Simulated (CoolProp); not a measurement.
Water along the isobar 240 bar: density (kg/m³) from the reference equation and from simpler models built on Tc = 373.9 °C, pc = 220.6 bar, ω = 0.344; each cubic takes its own stable root.

The numbers come from the reference Helmholtz-energy equation of state, Wagner 2002 in CoolProp.

```
T (°C)   phase  reference
------  ------  ---------
133.25  liquid      944.1
150.35  liquid      929.5
167.35  liquid      913.9
184.35  liquid      897.1
201.45  liquid      879.1
218.45  liquid      859.8
235.55  liquid      838.9
252.55  liquid      816.5
269.55  liquid      792.0
286.65  liquid      764.8
303.65  liquid      734.6
320.75  liquid      699.7
337.75  liquid      658.1
354.75  liquid      604.3
```

Problem. How far does each simpler model (van der Waals, Redlich-Kwong, Soave-Redlich-Kwong, Peng-Robinson) lie from the reference over these 14 states: mean and median of the absolute difference, and the worst?

Solution. 
- van der Waals: mean 51.2 %, median 51.5 %, worst -51.6 % at 184.35 °C and 240 bar
- Redlich-Kwong: mean 32.6 %, median 32.3 %, worst -36.5 % at 354.75 °C and 240 bar
- Soave-Redlich-Kwong: mean 29.2 %, median 28.6 %, worst -34.2 % at 354.75 °C and 240 bar
- Peng-Robinson: mean 20.1 %, median 19.2 %, worst -26.3 % at 354.75 °C and 240 bar
